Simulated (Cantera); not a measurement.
Charge: 1 mol B2H6, 2.4 mol NH3, 89 mol N2, held at 2400 K and 10000 Pa.

These are equilibrium values from Cantera (NASA tables, ideal gas, pure condensed phases), not measurements of a reactor. Candidate condensed phases: B, BN; 15 gas species. The feed counts by its element totals alone. The tables' values for BH2 are old estimates; treat these amounts as uncertain. Equilibrium is a limit: real reactors are often held back by kinetics, nucleation or transport.

Base state: N2 0.925, H2 0.0621, H 0.0125, B 0.000144, BH2 8.34e-5, BN 2.00e-5 (mole fractions); condensed: BN(s).

What changes in the equilibrium state with this change: temperature from 2400 K to 948.15 K?


```json
[
 {"species": "N2", "before": "0.925", "after": "0.931"},
 {"species": "H2", "before": "0.0621", "after": "0.0689"},
 {"species": "H", "before": "0.0125", "after": "<1e-9"},
 {"species": "B", "before": "0.000144", "after": "<1e-9"},
 {"species": "BH2", "before": "8.34e-5", "after": "<1e-9"},
 {"species": "BN", "before": "2.00e-5", "after": "<1e-9"},
 {"species": "BN(s), mol", "before": "1.98", "after": "2.00"}
]
```
